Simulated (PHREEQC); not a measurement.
0.16 g of hydrous ferric oxide (600 m²/g; 0.2 weak and 0.005 strong sites per Fe, Dzombak-Morel constants, diffuse double layer) in 1 kg of water with 0.3 mol/kgw of an inert sodium salt, at 25 °C; the pH is set by adding NaOH or the inert anion's acid. Oxygen is held at 0.21 atm. No CO2 enters from the air. Precipitation was switched off in this run.

Computed with PHREEQC (ion-association model, wateq4f.dat).

```
pH    surface charge σ (C/m²)  surface potential ψ (mV)
----  -----------------------  ------------------------
4                       0.349                       123
4.5                     0.318                       118
5                       0.269                (withheld)
5.5                     0.210                        98
6                       0.154                (withheld)
6.5                     0.106                (withheld)
7                       0.066                        46
7.5                     0.034                        26
8                       0.006                         5
8.5                    -0.021                       -17
9                      -0.051                       -38
9.5                    -0.087                       -57
10                     -0.132                       -75
10.5                   -0.185                       -91
11                     -0.244                      -105
11.5                   -0.299                      -115
12                     -0.339                      -120
```

Problem. Complete the blanks.

Solution. 
- 5, surface potential ψ (mV): 110
- 6, surface potential ψ (mV): 83
- 6.5, surface potential ψ (mV): 65
